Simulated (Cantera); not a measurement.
Cantera run:

```python
import numpy as np
import cantera as ct

gas_names = """
    H HO2 H2 H2O H2O2 O OH O2 O3 Pb PbO Pb2
""".split()
cond_names = """
    H2O(s) H2O(L) Pb(cr) Pb(L) PbO(rd) PbO(yw) PbO(L) PbO2(s) Pb3O4(s)
""".split()


# ... load() reads the species with a 1 bar reference pressure and builds the phases ...
atoms = {
    'PbO': {'Pb': 1, 'O': 1},
    'H2': {'H': 2},
}
top_T = {'Pb3O4(s)': 820}  # K; cautious upper limits of use, not melting points


# ... equilibrate(T, P, feed) seeds the gas with the atoms and calls Mixture.equilibrate('TP', solver="vcs", rtol=1e-11, max_steps=5000) ...
results = []
feed = {'PbO': 1, 'H2': 0.33}  # mol
P = 2100  # Pa
for T in [1373, 1398, 1423, 1448, 1473, 1498, 1523, 1548, 1573, 1598, 1623, 1648, 1673]:
    mix = equilibrate(T, P, feed)
    results.append((T, P, feed, dict(zip(mix.species_names, mix.species_moles))))

top = {s: max(r[3][s] / sum(r[3][g] for g in gas_names) for r in results) for s in gas_names}
cols = sorted((s for s in top if top[s] > 0.001), key=lambda s: -top[s])[:7]
seen = [c for c in cond_names if any(r[3].get(c, 0) > 1e-12 for r in results)]
print("log10 of partial pressures in bar; condensed amounts in mol")
print(f"{'T/K':>10s}" + "".join(f"{s[:9]:>10s}" for s in cols + seen))
for T, P, feed, n in results:
    ng = sum(n[g] for g in gas_names)
    print(f"{T:10.4g}" + "".join(f"{np.log10(max(n[s] / ng * P / 1e5, 1e-99)):10.3f}" for s in cols)
          + "".join(f"{n.get(c, 0):10.4g}" for c in seen))
```

Output:

```
log10 of partial pressures in bar; condensed amounts in mol
       T/K       H2O       PbO        Pb        O2     Pb(L)    PbO(L)
      1373    -1.883    -2.827    -2.193    -6.694    0.1681    0.6327
      1398    -1.987    -2.663    -2.069    -6.441   0.05669    0.6006
      1423    -2.049    -2.505    -2.049    -6.000         0    0.5547
      1448    -2.082    -2.353    -2.082    -5.470         0    0.4931
      1473    -2.132    -2.207    -2.131    -4.924         0     0.391
      1498    -2.213    -2.065    -2.206    -4.341         0    0.2021
      1523    -2.286    -1.988    -2.266    -3.922         0         0
      1548    -2.287    -1.992    -2.261    -3.801         0         0
      1573    -2.288    -1.997    -2.254    -3.688         0         0
      1598    -2.289    -2.003    -2.247    -3.584         0         0
      1623    -2.291    -2.011    -2.238    -3.488         0         0
      1648    -2.292    -2.019    -2.228    -3.399         0         0
      1673    -2.294    -2.028    -2.218    -3.319         0         0
```

These are equilibrium values from Cantera (NASA tables, ideal gas, pure condensed phases), not measurements of a reactor. Each liquid is taken as pure. Mutual solubility and eutectic melting of coexisting phases are not modelled. Gases not in the tables: (PbO)n polymers.
